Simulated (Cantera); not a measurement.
## Thermodynamics of silicon oxide and oxynitride deposition, feed SiF₄ + NO

A closed system holds: 1 mol SiF₄, 23 mol NO, at 3.40 mbar.

Cantera equilibrium calculation (NASA polynomials, part measured and part estimated; ideal gas, pure solids and liquids). Candidate condensed phases: Si, SiO₂, Si₂N₂O, Si₃N₄; 28 gas species. The tables' values for SiF₃ are old estimates; treat these amounts as uncertain. The tables hold silica as quartz up to 1696 K and as liquid above; real silica turns to tridymite and cristobalite and melts near 1996 K. Equilibrium is a limit: real reactors are often held back by kinetics, nucleation or transport.

| T (K) | x N₂ | x O₂ | x SiF₄ | x NO | n SiO₂(β-quartz) | n SiO₂(condensed) |
|---|---|---|---|---|---|---|
| 1398 | 0.479 | 0.479 | 0.0417 | 0.000843 | 0 | 0 |
| 1473 | 0.479 | 0.479 | 0.0417 | 0.00126 | 0 | 0 |
| 1548 | 0.478 | 0.478 | 0.0417 | 0.00181 | 0 | 0 |
| 1623 | 0.478 | 0.478 | 0.0417 | 0.00251 | 0.000115 | 0 |
| 1698 | 0.477 | 0.477 | 0.0416 | 0.00338 | 0 | 0.000254 |
| 1773 | 0.477 | 0.476 | 0.0416 | 0.00443 | 0 | 0.000503 |
| 1848 | 0.476 | 0.475 | 0.0415 | 0.00569 | 0 | 0.000836 |
x: gas mole fraction; n: condensed amount in mol.

From 1398 K to 1548 K nothing is condensed. At 1623 K the condensed part is SiO₂(β-quartz). From 1698 K to 1848 K the condensed part is SiO₂(condensed). The main Si-bearing gas is SiF₄ throughout.
